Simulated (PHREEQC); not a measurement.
Solution (67 °C): 0.3 mol KOH and 0.0046 mol Fe(NO3)3 per kg of water. Closed to the air; pH follows from the charge balance.

Equilibrium calculation in PHREEQC: ion-association model, wateq4f.dat.

Each row changes one thing in this solution. This is a speciation only: nothing precipitates in the calculation.

```
case                                          pH  ionic strength (mol/kgw)
-----------------------------------------  -----  ------------------------
as made                                    12.14                     0.300
diluted 10-fold with water                 11.25                    0.0300
KOH replaced by KNO3 at the same molality   2.46                     0.321
Fe(NO3)3 from 0.0046 to 0.0069 mol/kgw     12.13                     0.300
Fe(NO3)3 left out                          12.17                     0.300
temperature from 67 to 65 °C               12.19                     0.300
diluted 100-fold with water                10.30                   0.00300
```

Complexes and solids missing from the database can't appear. Some of these states are supersaturated (in Hematite (slow to form), Goethite (slow to form), for instance). At this temperature some constants are extrapolated from 25 °C, and those without enthalpy data are left unchanged.
